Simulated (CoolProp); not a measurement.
Vapour-liquid equilibrium of ethylene (1) + isobutane (2) at 0.313 MPa; x and y are mole fractions of (1).

Computed with CoolProp (multi-fluid Helmholtz-energy mixture model, Smukala 2000 and Bücker 2006; pair parameters Bell 2016).

| x | bubble temperature (K) | y at the bubble point | dew temperature at overall composition x (K) | liquid density (mol/L) |
|---|---|---|---|---|
| 0.05 | 276.6 | 0.439 | 292.6 | 10.12 |
| 0.15 | 249.7 | 0.814 | 289.0 | 11.12 |
| 0.25 | 232.8 | 0.924 | 285.1 | 12.00 |
| 0.35 | 221.5 | 0.964 | 280.8 | 12.84 |
| 0.45 | 213.4 | 0.981 | 276.0 | 13.68 |
| 0.55 | 207.2 | 0.990 | 270.6 | 14.55 |
| 0.65 | 202.4 | 0.994 | 264.1 | 15.46 |
| 0.75 | 198.5 | 0.997 | 256.2 | 16.42 |
| 0.85 | 195.2 | 0.999 | 245.3 | 17.44 |
| 0.95 | 192.5 | 1.000 | 226.2 | 18.52 |

No azeotrope shows between x = 0.05 and 0.95.

Pair parameters are fitted to limited data, so mixtures are less certain than the pure fluids.
